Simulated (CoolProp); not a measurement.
Vapour-liquid equilibrium of R143a (1) + R134a (2) at 1.91 bar; x and y are mole fractions of (1).

The numbers come from the multi-fluid Helmholtz-energy mixture model, Lemmon and Jacobsen 2000 and Tillner-Roth 1994; pair parameters Lemmon 2004 in CoolProp.

Problem. Give the bubble temperature and the first vapour's composition at x = 0.35, 0.5, 0.95. Is there an azeotrope?

Solution. x = 0.35: 252.6 K, y = 0.547; x = 0.5: 249.2 K, y = 0.696; x = 0.95: 241.0 K, y = 0.978. No azeotrope shows between x = 0.05 and 0.95.

Pair parameters are fitted to limited data, so mixtures are less certain than the pure fluids.
